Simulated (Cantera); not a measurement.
Cantera run:

```python
import numpy as np
import cantera as ct

gas_names = """
    O3
""".split()
cond_names = """
    TiO2(ru) TiO2(L) Ti2O3(a) Ti2O3(b) Ti2O3(L)
""".split()


# ... load() reads the species with a 1 bar reference pressure and builds the phases ...
species = {s.name: s for s in load("nasa_gas.yaml", gas_names) + load("nasa_condensed.yaml", cond_names)}
# Each term lists the table entries of one substance; the one whose range holds T is used.
reactions = {
    '6 TiO2 = 3 Ti2O3 + O3(g)':
        [(-6, ['TiO2(ru)', 'TiO2(L)']), (3, ['Ti2O3(a)', 'Ti2O3(b)', 'Ti2O3(L)']), (1, ['O3'])],
}


def pick(names, T):
    return next(species[n] for n in names if species[n].thermo.min_temp <= T <= species[n].thermo.max_temp)


results = []
for label, terms in reactions.items():
    print(label)
    print("     T/K   dH/kJ  dS/(J/K)   dG/kJ   log10 K")
    for T in [2550, 2575, 2600, 2625, 2650, 2675]:
        used = [(nu, pick(names, T)) for nu, names in terms]
        dH = sum(nu * s.thermo.h(T) for nu, s in used) / 1e6
        dS = sum(nu * s.thermo.s(T) for nu, s in used) / 1e3
        dG = dH - T * dS / 1e3
        logK = -dG * 1e6 / (ct.gas_constant * T * np.log(10))
        results.append((label, T, dH, dS, dG, logK, [s.name for _, s in used]))
        print(f"{T:8g} {dH:8.1f} {dS:8.1f} {dG:8.1f} {logK:8.2f}")
```

It prints:

```
6 TiO2 = 3 Ti2O3 + O3(g)
     T/K   dH/kJ  dS/(J/K)   dG/kJ   log10 K
    2550   1221.6    202.4    705.6   -14.45
    2575   1220.4    201.9    700.5   -14.21
    2600   1219.1    201.4    695.5   -13.97
    2625   1217.9    200.9    690.5   -13.74
    2650   1216.7    200.5    685.5   -13.51
    2675   1215.5    200.0    680.5   -13.29
```

Cantera with NASA thermochemical tables; ideal gases at 1 bar, condensed phases pure. Condensed species are held in their standard states even where they would react or evaporate.
